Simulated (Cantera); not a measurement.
A jet of CH4 : O2 : N2 = 0.042 : 0.15 : 0.79 (molar parts), equivalence ratio 0.56 at 300 K and 72.0 Torr hits a platinum plate 4.6 cm away at a mass flux of 0.028 kg/m²/s; the plate temperature is set and raised in steps from an oxygen-covered start.

Cantera simulation using Deutschmann's 1995 Pt surface mechanism with GRI-Mech 3.0 gas chemistry; the numbers are that mechanism's predictions, not measurements. Catalytic surfaces can have several steady states; this one follows from the mechanism file's or the stated starting coverage.

x: mole fraction at the wall; θ: surface coverage.

| plate T (K) | wall x CH4 | wall x O2 | wall x H2O | wall x OH | wall x CO | wall x CO2 | θ free Pt | θ O* | θ OH* |
|---|---|---|---|---|---|---|---|---|---|
| 850 | 0.0331 | 0.132 | 0.0182 | <1e-8 | 8.68e-6 | 0.0119 | 0.132 | 0.867 | 0.00118 |
| 900 | 0.0252 | 0.115 | 0.0330 | 3.68e-8 | 9.49e-6 | 0.0216 | 0.196 | 0.802 | 0.00149 |
| 950 | ? | ? | ? | ? | 9.45e-6 | ? | ? | ? | 0.00160 |
| 1000 | 0.0128 | 0.0889 | 0.0557 | 3.07e-7 | 9.19e-6 | 0.0367 | 0.341 | 0.657 | 0.00156 |
| 1050 | ? | 0.0818 | ? | ? | 9.06e-6 | ? | ? | ? | 0.00145 |

### Question
Fill in the missing entries.

### Answer

- 950, wall x CH4: 0.0180
- 950, wall x O2: 0.0998
- 950, wall x H2O: 0.0463
- 950, wall x OH: 1.13e-7
- 950, wall x CO2: 0.0304
- 950, θ free Pt: 0.267
- 950, θ O*: 0.731
- 1050, wall x CH4: 0.00942
- 1050, wall x H2O: 0.0618
- 1050, wall x OH: 7.34e-7
- 1050, wall x CO2: 0.0408
- 1050, θ free Pt: 0.413
- 1050, θ O*: 0.585
